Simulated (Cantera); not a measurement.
A Cantera script and what it prints.

```python
import numpy as np
import cantera as ct

gas_names = """
    Cr CrN CrO CrO2 CrO3 H HNO HNO2 HNO3 HO2 H2 H2O H2O2 N NH NH2 NH3 NH2OH NO NO2 NO3 N2 N2H2 N2H4 N2O
    O OH O2 O3
""".split()
cond_names = """
    Cr(cr) Cr(L) CrN(s) Cr2N(s) Cr2O3(s) Cr2O3(L) H2O(s) H2O(L)
""".split()


# ... load() reads the species with a 1 bar reference pressure and builds the phases ...
atoms = {
    'Cr': {'Cr': 1},
    'O2': {'O': 2},
    'H2': {'H': 2},
    'N2': {'N': 2},
}
top_T = {'CrN(s)': 1900, 'Cr2N(s)': 1900}  # K; cautious upper limits of use, not melting points


# ... equilibrate(T, P, feed) seeds the gas with the atoms and calls Mixture.equilibrate('TP', solver="vcs", rtol=1e-11, max_steps=5000) ...
results = []
feed = {'Cr': 1, 'O2': 0.01, 'H2': 280, 'N2': 1.7}  # mol
T = 775  # K
P = 100000  # Pa
mix = equilibrate(T, P, feed)
results.append((T, P, feed, dict(zip(mix.species_names, mix.species_moles))))
print(gas.report(threshold=0.001))
for i in range(1, mix.n_phases):
    print(f"{mix.phase(i).name:16s} {mix.phase_moles(i):12.5e} mol")
```

Output:

```
       temperature   775 K
          pressure   1e+05 Pa
           density   0.033026 kg/m^3
  mean mol. weight   2.1281 kg/kmol
   phase of matter   gas

                          1 kg             1 kmol
                     ---------------   ---------------
          enthalpy        6.5544e+06        1.3949e+07  J
   internal energy        3.5265e+06        7.5049e+06  J
           entropy             74778        1.5914e+05  J/K
    Gibbs function       -5.1398e+07       -1.0938e+08  J
 heat capacity c_p             13884             29546  J/K
 heat capacity c_v            9976.7             21232  J/K

                      mass frac. Y      mole frac. X     chem. pot. / RT
                     ---------------   ---------------   ---------------
                H2           0.94313           0.99558           -16.916
                N2          0.054842         0.0041661            -29.73
     [  +27 minor]         0.0020317        0.00025359

Cr(cr)            0.00000e+00 mol
CrN(s)            9.87607e-01 mol
Cr2N(s)           0.00000e+00 mol
Cr2O3(s)          6.19671e-03 mol
```

Equilibrium computed with Cantera from the NASA thermochemical tables; the gas is ideal and each condensed phase is pure.
